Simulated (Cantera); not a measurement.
Input: 1 mol borazine, 0.17 mol H2O, equilibrated at 1575 °C and 5.33 Torr.

Equilibrium computed with Cantera from the NASA thermochemical tables; the gas is ideal and each condensed phase is pure. Candidate condensed phases: B, BN, B2O3, B3O3H3, H2O; 39 gas species. The feed counts by its element totals alone. The tables' values for BH2 are old estimates; treat these amounts as uncertain. Rates play no part.

Base state: H2 0.924, HBO 0.0356, N2 0.0251, H 0.00605, B2O2 0.00479, BO 0.00395, HBO2 0.000295, B2O3 0.000292 (mole fractions); condensed: BN(s).

Question: What changes in the equilibrium state with this change: pressure from 5.33 Torr to 18.8 Torr?

Answer: 
| species | before | after |
|---|---|---|
| H2 | 0.924 | 0.929 |
| HBO | 0.0356 | 0.0348 |
| N2 | 0.0251 | 0.0244 |
| H | 0.00605 | 0.00323 |
| BO | 0.00395 | 0.00205 |
| H2O | 2.40e-5 | 8.17e-5 |
| HBO2 | 0.000295 | 0.000977 |
| BN(s), mol | 2.83 | 2.84 |

Question: What changes in the equilibrium state with this change: borazine replaced by B2O3?

Answer: 
```csv
species,before,after
B2O3,0.000292,0.715
HBO2,0.000295,0.270
H2O,2.40e-5,0.00821
H2,0.924,0.00152
N2,0.0251,0
HBO,0.0356,0.000156
BH2,3.99e-5,<1e-9
O2,<1e-9,2.87e-5
"BN(s), mol",2.83,0
```
